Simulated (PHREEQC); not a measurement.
0.35 g of hydrous ferric oxide (600 m²/g; 0.2 weak and 0.005 strong sites per Fe, Dzombak-Morel constants, diffuse double layer) in 1 kg of water with 0.3 mol/kgw of an inert sodium salt and 4.8e-05 mol/kgw ZnSO4 and 0.00013 mol/kgw MnCl2, at 25 °C; the pH is set by adding NaOH or the inert anion's acid. The system is closed to oxygen. No CO2 enters from the air. Precipitation was switched off in this run.

The series has 17 steps of pH, from 3 to 9.

Computed with PHREEQC (ion-association model, wateq4f.dat).

Q: Near which pH is half of the S sorbed, and on which side is more sorbed?

A: Near pH 5.5, with more sorbed at lower pH.

Q: Near which pH is half of the Zn sorbed, and on which side is more sorbed?

A: Near pH 6.5, with more sorbed at higher pH.

Q: Near which pH is half of the Mn sorbed, and on which side is more sorbed?

A: Near pH 7.7, with more sorbed at higher pH.

The oxide is taken as insoluble; below pH 4 it would dissolve.
